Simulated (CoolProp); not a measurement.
Vapour-liquid equilibrium of R1234ze(E) (1) + R227EA (2) at 255.8 K; x and y are mole fractions of (1).

The numbers come from the multi-fluid Helmholtz-energy mixture model, Thol 2016 and Lemmon 2016; pair parameters Bell 2023 in CoolProp.

```tsv
x	bubble pressure, mixture model (MPa)	bubble pressure, Raoult's law (MPa)	y, mixture model	y, Raoult's law
0.05	0.09794	0.09757	0.059	0.056
0.15	0.09978	0.09874	0.172	0.165
0.25	___	0.09991	0.279	0.272
0.35	___	0.1011	0.382	0.376
0.45	0.1045	0.1022	0.481	0.478
0.55	0.1057	0.1034	0.576	0.578
0.65	___	0.1046	0.670	0.675
0.75	0.1075	0.1058	___	0.771
0.85	___	0.1069	___	0.864
0.95	___	0.1081	0.951	0.955
```

What belongs in the gaps?


- 0.25, bubble pressure, mixture model (MPa): 0.1015
- 0.35, bubble pressure, mixture model (MPa): 0.1031
- 0.65, bubble pressure, mixture model (MPa): 0.1067
- 0.75, y, mixture model: 0.763
- 0.85, bubble pressure, mixture model (MPa): 0.1082
- 0.85, y, mixture model: 0.856
- 0.95, bubble pressure, mixture model (MPa): 0.1086

The largest gap from Raoult's law is +2.2 % in bubble pressure, at x = 0.55. No azeotrope shows between x = 0.05 and 0.95.

The pair parameters rest on a limited set of measurements; away from them the model extrapolates.
